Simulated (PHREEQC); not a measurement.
NaOH is added in steps, without added water, to 1 kg of water holding 0.18 mol HCl and 0.00013 mol NaHF2, at 25 °C. O2 is buffered at 0.21 atm. The system is closed to CO2. Solids allowed: Halite. Others were left out.

Base run: PHREEQC, ion-association model, wateq4f.dat. Each further column changes one thing. The table gives pH.

| NaOH added (mol) | base | diluted 10-fold with water | NaHF2 replaced by NaHSO4 at the same molality | NaHF2 replaced by NaH2PO4 at the same molality | no solid may form |
|---|---|---|---|---|---|
| 0 | 0.84 | 1.79 | 0.84 | 0.84 | 0.84 |
| 0.01188 | 0.87 | 2.26 | 0.87 | 0.87 | 0.87 |
| 0.02969 | 0.92 | 11.99 | 0.92 | 0.92 | 0.92 |
| 0.04156 | 0.96 | 12.29 | 0.95 | 0.96 | 0.96 |
| 0.05937 | 1.02 | 12.52 | 1.01 | 1.02 | 1.02 |
| 0.07125 | 1.06 | 12.62 | 1.06 | 1.06 | 1.06 |
| 0.08906 | 1.14 | 12.74 | 1.14 | 1.14 | 1.14 |
| 0.1009 | 1.20 | 12.80 | 1.20 | 1.20 | 1.20 |
| 0.1187 | 1.31 | 12.88 | 1.31 | 1.31 | 1.31 |
| 0.1306 | 1.40 | 12.92 | 1.40 | 1.40 | 1.40 |
| 0.1484 | 1.60 | 12.98 | 1.60 | 1.60 | 1.60 |
| 0.1603 | 1.81 | 13.02 | 1.80 | 1.80 | 1.81 |
| 0.1781 | 2.83 | 13.06 | 2.80 | 2.83 | 2.83 |
| 0.19 | 11.85 | 13.09 | 11.85 | 11.84 | 11.85 |

 H3PO4, which wateq4f.dat lacks, is added to it with the constant of phreeqc.dat. Solids allowed in the column 'NaHF2 replaced by NaHSO4 at the same molality': Halite, Mirabilite.
